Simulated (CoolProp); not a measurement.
Vapour-liquid equilibrium of isobutene (1) + n-octane (2) at 0.266 MPa; x and y are mole fractions of (1).

Values from CoolProp's multi-fluid Helmholtz-energy mixture model, Lemmon 2005 and Beckmüller 2019; pair parameters Bell 2016.

```
x      bubble temperature, mixture model (K)  bubble temperature, Raoult's law (K)  y, mixture model  y, Raoult's law
-----  -------------------------------------  ------------------------------------  ----------------  ---------------
0.05                                       ?                                 403.3             0.453            0.590
0.125                                  381.8                                 372.5             0.776            0.849
0.2                                    360.9                                 353.6                 ?            0.929
0.275                                  346.2                                 340.6             0.943            0.961
0.35                                       ?                                 331.0                 ?            0.977
0.425                                  326.9                                 323.5                 ?            0.985
0.5                                    320.0                                 317.5                 ?            0.990
0.575                                      ?                                 312.4             0.991            0.994
0.65                                   309.5                                 308.1             0.994            0.996
0.725                                  305.3                                 304.3             0.996            0.997
0.8                                    301.6                                 301.0             0.998            0.998
0.875                                      ?                                 298.0             0.999            0.999
0.95                                   295.5                                 295.4             1.000            1.000
```

**Question.** Some entries are withheld; supply them.

**Answer.** 
- 0.05, bubble temperature, mixture model (K): 412.3
- 0.2, y, mixture model: 0.894
- 0.35, bubble temperature, mixture model (K): 335.3
- 0.35, y, mixture model: 0.966
- 0.425, y, mixture model: 0.979
- 0.5, y, mixture model: 0.986
- 0.575, bubble temperature, mixture model (K): 314.3
- 0.875, bubble temperature, mixture model (K): 298.4

The largest gap from Raoult's law is +9.3 K in bubble temperature, at x = 0.125. No azeotrope shows between x = 0.05 and 0.95.

Pair parameters are fitted to limited data, so mixtures are less certain than the pure fluids.
